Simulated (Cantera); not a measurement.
Charge: 1 mol SiF4, 2 mol N2, 34 mol H2, equilibrated at 1000 °C and 400 Pa.

Equilibrium computed with Cantera from the NASA thermochemical tables; the gas is ideal and each condensed phase is pure. Candidate condensed phases: Si, Si3N4; 37 gas species. N2 is the only nitrogen source here; it is nearly inert below about 1500 K, so the nitride shown seldom forms there in practice. The tables' values for SiF3, SiF2 are old estimates; treat these amounts as uncertain. The numbers say what is thermodynamically allowed, not how fast it happens.

Base state: H2 0.917, N2 0.0539, SiF4 0.0249, HF 0.00279, SiF3 0.00122, SiHF3 0.000586, SiF2 5.43e-5, H 1.08e-5 (mole fractions); condensed: Si3N4(s).

**Question.** What changes in the equilibrium state with this change: SiF4 replaced by SiH2Cl2?

**Answer.** 
```json
[
 {"species": "H2", "before": "0.917", "after": "0.911"},
 {"species": "HCl", "before": "0", "after": "0.0533"},
 {"species": "N2", "before": "0.0539", "after": "0.0358"},
 {"species": "SiF4", "before": "0.0249", "after": "0"},
 {"species": "SiCl2", "before": "0", "after": "0.000114"},
 {"species": "HF", "before": "0.00279", "after": "0"},
 {"species": "SiF3", "before": "0.00122", "after": "0"},
 {"species": "Si3N4(s), mol", "before": "0.00265", "after": "0.332"}
]
```
Further candidate phases: NH4Cl.
